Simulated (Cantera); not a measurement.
An isothermal, constant-pressure homogeneous reactor starts with NO : N₂ = 1 : 3.9 (molar parts), at 1800 K and 100.0 Torr.

Computed with Cantera and GRI-Mech 3.0 (53 species, 325 reactions).

x: mole fraction; the columns are a selection and need not sum to one.

```csv
t (s),x NO,x N₂O,x N₂,x O₂,x O,x NO₂
5.00e-5,0.204,6.41e-8,0.796,2.28e-11,6.37e-8,7.09e-10
0.000283,0.204,3.60e-7,0.796,7.06e-10,3.46e-7,2.13e-8
0.00160,0.204,1.94e-6,0.796,2.15e-8,1.66e-6,5.15e-7
0.00909,0.204,…,0.796,…,…,…
0.0515,0.204,1.64e-5,0.796,4.88e-5,1.81e-5,1.85e-5
0.291,0.203,1.66e-5,0.796,0.000415,1.94e-5,2.00e-5
1.65,0.199,1.58e-5,0.798,…,…,…
9.35,0.176,1.20e-5,0.810,0.0142,4.39e-5,4.34e-5
53.0,0.0857,2.77e-6,0.855,0.0591,8.27e-5,4.16e-5
300,0.00719,8.34e-8,0.894,0.0984,0.000105,4.50e-6
```

Q: Fill in the missing entries.

A: 
- 0.00909, x N₂O: 8.45e-6
- 0.00909, x O₂: 1.03e-6
- 0.00909, x O: 7.49e-6
- 0.00909, x NO₂: 6.35e-6
- 1.65, x O₂: 0.00251
- 1.65, x O: 2.49e-5
- 1.65, x NO₂: 2.62e-5
